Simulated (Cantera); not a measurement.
Cantera run, input and output.

```python
import numpy as np
import cantera as ct

gas = ct.Solution("h2o2.yaml")
gas.TPX = 1423, 67000, {'H2': 0.88, 'O2': 1, 'N2': 15}
reactor = ct.IdealGasConstPressureReactor(gas, energy="off", clone=False)
net = ct.ReactorNet([reactor])
net.rtol, net.atol = 1e-08, 1e-18
show = ['H2', 'O2', 'OH', 'H2O2', 'O', 'H']
times = np.geomspace(0.0007, 50, 10)

steps = ct.SolutionArray(gas, extra=["t"])
rows = []
print(f"{'t/s':>10s}{'T/K':>9s}{'P/Pa':>11s}" + "".join(f"{s:>11s}" for s in show))
for t in times:
    while net.time < t:
        t_next = net.step()
        steps.append(gas.state, t=t_next)
    rows.append([np.interp(t, steps.t, y) for y in (steps.T, steps.P, *steps(*show).X.T)])
    print(f"{t:10.3e}{rows[-1][0]:9.1f}{rows[-1][1]:11.4g}" + "".join(f"{x:11.3e}" for x in rows[-1][2:]))
rate = np.gradient(steps.T, steps.t)
print("integrator steps:", len(steps.t))
if steps.T.max() > steps.T[0] + 200:
    print(f"time of steepest temperature rise: {steps.t[rate.argmax()]:.4e} s")
gas.TPX = 1423, 67000, {'H2': 0.88, 'O2': 1, 'N2': 15}
gas.equilibrate("TP")
print(f"equilibrium (TP): T = {gas.T:.1f} K  " + "  ".join(f"{s} {gas[s].X[0]:.3e}" for s in show))
```

It prints:

```
       t/s      T/K       P/Pa         H2         O2         OH       H2O2          O          H
 7.000e-04   1423.0    6.7e+04  8.636e-04  3.379e-02  1.170e-03  4.902e-07  1.083e-03  8.027e-04
 2.423e-03   1423.0    6.7e+04  7.096e-05  3.397e-02  3.302e-04  1.147e-07  8.558e-05  1.784e-05
 8.390e-03   1423.0    6.7e+04  7.322e-06  3.403e-02  1.099e-04  2.184e-08  9.323e-06  6.374e-07
 2.904e-02   1423.0    6.7e+04  1.315e-06  3.405e-02  4.771e-05  5.140e-09  1.756e-06  5.183e-08
 1.005e-01   1423.0    6.7e+04  3.748e-07  3.406e-02  2.562e-05  1.658e-09  5.076e-07  8.157e-09
 3.481e-01   1423.0    6.7e+04  2.315e-07  3.406e-02  2.003e-05  1.065e-09  3.104e-07  3.991e-09
 1.205e+00   1423.0    6.7e+04  2.280e-07  3.406e-02  1.987e-05  1.050e-09  3.055e-07  3.901e-09
 4.172e+00   1423.0    6.7e+04  2.280e-07  3.406e-02  1.987e-05  1.050e-09  3.055e-07  3.901e-09
 1.444e+01   1423.0    6.7e+04  2.280e-07  3.406e-02  1.987e-05  1.050e-09  3.055e-07  3.901e-09
 5.000e+01   1423.0    6.7e+04  2.280e-07  3.406e-02  1.987e-05  1.050e-09  3.055e-07  3.901e-09
integrator steps: 1677
equilibrium (TP): T = 1423.0 K  H2 2.280e-07  O2 3.406e-02  OH 1.987e-05  H2O2 1.050e-09  O 3.055e-07  H 3.901e-09
```

Cantera simulation using the H2/O2 subset of GRI-Mech 3.0, which has no nitrogen chemistry; the numbers are that mechanism's predictions, not measurements. The temperature is held fixed by assumption; the heat of reaction is taken as removed at once.
